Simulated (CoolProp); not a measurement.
The fluid at 340 K and 0.194 MPa is compressed adiabatically to 1.05 MPa with isentropic efficiency 0.75. The same conditions are run with several fluids, on thermodynamics alone (safety and materials aside).

Model: reference Helmholtz-energy equation of state of each fluid (c-C4F8 (RC318): Platzer 1990; R245ca: Zhou 2016; R142b: Lemmon 2006; dimethyl ether: Wu 2011), in CoolProp. The equations of Platzer and Polt are older, rougher fits.

```tsv
fluid	work (kJ/kg)	final temperature (K)	final density (kg/m³)
c-C4F8 (RC318)	30.5	382.4	77.6
R245ca	45.3	395.0	51.5
R142b	64.5	415.3	33.6
dimethyl ether	146	432.3	14.3
```
